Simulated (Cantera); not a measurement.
**Equilibrium for fluorocarbon and chlorocarbon gases: CCl₄ + H₂**

Input: 1 mol CCl₄, 1.5 mol H₂, held at 2.10 Pa.

Method: chemical equilibrium by Gibbs-energy minimisation in Cantera with the NASA 1993 tables (ideal gas, pure condensed phases). Candidate condensed phases: C, C₆H₆, C₇H₈, C₈H₁₈; 103 gas species. Ions and electrons are included (thermal ionisation). Rates play no part.

```tsv
T (K)	x Cl	x H	x C	x e-	x C+
3000	0.503	0.377	0.114	3.79e-7	3.76e-7
3250	0.500	0.375	0.124	2.34e-6	2.30e-6
3500	0.500	0.375	0.125	1.09e-5	1.06e-5
3750	0.500	0.375	0.125	4.15e-5	3.96e-5
4000	0.500	0.375	0.125	0.000135	0.000126
4250	0.500	0.375	0.125	0.000383	0.000351
4500	0.499	0.375	0.124	0.000975	0.000871
4750	0.499	0.374	0.123	0.00226	0.00196
5000	0.497	0.373	0.120	0.00481	0.00403
```
x: gas mole fraction; nothing condenses.

From 3000 K to 5000 K nothing is condensed. The main C-bearing gas is C throughout.
